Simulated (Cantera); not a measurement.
A perfectly stirred reactor is fed with CH3OH : O2 : N2 = 1 : 2.88 : 10.8 (molar parts), at 3750 Torr; it is adiabatic with a 325 K inlet, and is followed from long to short residence time, starting on the burning branch (τ in s: 0.051, 0.023, 0.01, 0.0044, 0.0019, 0.00086, 0.00038, 0.00017, 7.4e-05, 3.3e-05).

Model: GRI-Mech 3.0 (53 species, 325 reactions), integrated in Cantera. GRI-Mech 3.0 was tuned for natural gas; its chemistry of methanol as a main component is partial and can be far from experiment.

x: mole fraction; the columns are a selection and need not sum to one.

```
τ (s)    T (K)   x CH3OH    x O2     x NO   x H2O2    x C2H6   x N2O    x HCO
-------  -----  --------  ------  -------  -------  --------  ------  -------
0.051     1598   8.17e-6  0.0910  1.50e-6  1.90e-7    <1e-12       …  1.56e-8
0.023     1595   1.50e-5  0.0911  1.45e-6  2.81e-7    <1e-12       …  3.46e-8
0.010     1589   2.91e-5  0.0914  1.30e-6  4.37e-7    <1e-12       …  7.96e-8
0.0044    1578   5.92e-5  0.0921  1.01e-6  7.37e-7  2.74e-12       …  1.82e-7
0.0019    1539  0.000176  0.0946  4.45e-7  2.32e-6  2.10e-11       …  4.27e-7
0.00086    325    0.0681   0.196   <1e-12   <1e-12    <1e-12  <1e-12   <1e-12
0.00038    325    0.0681   0.196   <1e-12   <1e-12    <1e-12  <1e-12   <1e-12
0.00017    325    0.0681   0.196   <1e-12   <1e-12    <1e-12  <1e-12   <1e-12
7.4e-5     325    0.0681   0.196   <1e-12   <1e-12    <1e-12  <1e-12   <1e-12
3.3e-5     325    0.0681   0.196   <1e-12   <1e-12    <1e-12  <1e-12   <1e-12
```

Complete the blanks.


- 0.051, x N2O: 9.26e-7
- 0.023, x N2O: 1.26e-6
- 0.010, x N2O: 1.59e-6
- 0.0044, x N2O: 1.74e-6
- 0.0019, x N2O: 1.46e-6
